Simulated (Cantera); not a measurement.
A closed system holds: 1 mol Fe2O3, 18 mol CO, 6.6 mol H2, 0.79 mol CH4, equilibrated at 13300 Pa.

Equilibrium computed with Cantera from the NASA thermochemical tables; the gas is ideal and each condensed phase is pure. Candidate condensed phases: C, C6H6, C7H8, C8H18, Fe, Fe(CO)5, FeO, Fe(OH)2, Fe(OH)3, Fe2O3, Fe3O4, H2O; 114 gas species. Equilibrium is a limit: real reactors are often held back by kinetics, nucleation or transport. All values below are at 1625 K.

Base state: CO 0.660, H2 0.258, H2O 0.0450, CO2 0.0370, H 9.82e-5, Fe 1.30e-5 (mole fractions); condensed: Fe(γ).

Problem. What changes in the equilibrium state with this change: Fe2O3 replaced by SiO2?

Solution. 
| species | before | after |
|---|---|---|
| CO | 0.660 | 0.691 |
| H2 | 0.258 | 0.305 |
| SiO | 0 | 0.00390 |
| H2O | 0.0450 | 2.80e-5 |
| CO2 | 0.0370 | 2.04e-5 |
| Fe | 1.30e-5 | 0 |
| CH4 | 4.94e-9 | 1.36e-5 |
| H | 9.82e-5 | 0.000107 |
| Fe(γ), mol | 2.00 | 0 |
| SiC(s), mol | 0 | 0.229 |
| SiO2(β-quartz), mol | 0 | 0.667 |
Mutual solubility and eutectic melting of coexisting phases are not modelled. The tables hold silica as quartz up to 1696 K and as liquid above; real silica turns to tridymite and cristobalite and melts near 1996 K. Further candidate phases: Si, SiC, SiO2.
